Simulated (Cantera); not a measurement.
**N2O furnace oxynitridation**

An isothermal, constant-pressure homogeneous reactor starts with 3.29 % N₂O, 0.0681 % H₂, 96.6 % N₂, at 1275 K and 14000 Pa.

Computed with Cantera and GRI-Mech 3.0 (53 species, 325 reactions). GRI-Mech 3.0 was tuned for natural gas; its chemistry of N2O as a main component is partial and can be far from experiment. The mechanism lacks 2 NO + O2 → 2 NO2 and HONO, so NO2 and the effect of NO are under-described below about 1400 K.

```tsv
t (s)	x N₂O	x H₂	x N₂	x H₂O	x H₂O₂	x H
0.000100	0.0329	0.000681	0.966	1.72e-9	<1e-12	1.46e-8
0.000242	0.0329	0.000681	0.966	2.57e-8	<1e-12	6.50e-8
0.000588	0.0329	0.000680	0.966	3.53e-7	<1e-12	2.52e-7
0.00143	0.0329	0.000675	0.966	3.97e-6	2.67e-11	8.48e-7
0.00346	0.0329	0.000643	0.966	3.23e-5	3.53e-10	2.16e-6
0.00838	0.0327	0.000506	0.967	0.000165	1.24e-9	3.16e-6
0.0203	0.0323	0.000232	0.967	0.000439	1.45e-9	1.65e-6
0.0492	0.0318	5.21e-5	0.967	0.000623	6.75e-10	2.99e-7
0.119	0.0310	5.41e-6	0.968	0.000672	2.43e-10	6.26e-8
0.289	0.0293	1.28e-7	0.968	0.000677	1.70e-10	4.41e-8
0.702	0.0256	6.43e-8	0.970	0.000675	1.63e-10	4.63e-8
1.70	0.0184	6.66e-8	0.973	0.000673	1.59e-10	4.98e-8
4.12	0.00857	7.04e-8	0.978	0.000670	1.43e-10	5.09e-8
10.0	0.00166	4.83e-8	0.981	0.000668	8.63e-11	2.70e-8
```
x: mole fraction; the columns are a selection and need not sum to one.

Equilibrium at this temperature and pressure: N₂O 2.90e-9, H₂ 7.91e-10, N₂ 0.983, H₂O 0.000670, H₂O₂ 1.42e-12, H 5.58e-11 (gas phase only).
